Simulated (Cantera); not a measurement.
Roasting and sulfation: FeS2 + H2S + O2

Feed: 1 mol FeS2, 0.85 mol H2S, 4.2 mol O2, held at 823.15 K.

Equilibrium computed with Cantera from the NASA thermochemical tables; the gas is ideal and each condensed phase is pure. Candidate condensed phases: Fe, FeO, Fe(OH)2, Fe(OH)3, FeS, FeSO4, FeS2, Fe2O3, Fe2(SO4)3, Fe3O4, H2O, H2SO4, S; 22 gas species. Equilibrium is a limit: real reactors are often held back by kinetics, nucleation or transport.

```tsv
P (Pa)	x SO2	x H2O	x SO3	x O2	x H2SO4	x H2	n Fe2O3(s)	n Fe2(SO4)3(s)	n FeSO4(s)
1000	0.680	0.229	0.0878	0.00323	9.07e-6	5.92e-12	0.500	0	0
3000	0.681	0.231	0.0871	0.00106	2.72e-5	6.03e-12	0.493	0.00713	0
8800	0.724	0.246	0.0297	3.70e-5	2.90e-5	2.00e-11	0.418	0.0824	0
26000	0.714	0.280	0.00643	6.03e-7	2.11e-5	1.04e-10	0.170	0	0.661
77000	0.716	0.283	0.000730	2.61e-9	7.17e-6	9.27e-10	0.152	0	0.696
230000	0.717	0.283	8.18e-5	1.10e-11	2.40e-6	8.29e-9	0.150	0	0.699
680000	0.717	0.283	9.36e-6	<1e-12	8.13e-7	7.25e-8	0.150	0	0.700
2000000	0.717	0.283	1.08e-6	<1e-12	2.76e-7	6.27e-7	0.150	0	0.700
```
x: gas mole fraction; n: condensed amount in mol.

At 10.0 mbar the condensed part is Fe2O3(s). From 30.0 mbar to 88.0 mbar the condensed part is Fe2O3(s) + Fe2(SO4)3(s). From 0.260 bar to 20.0 bar the condensed part is FeSO4(s) + Fe2O3(s).
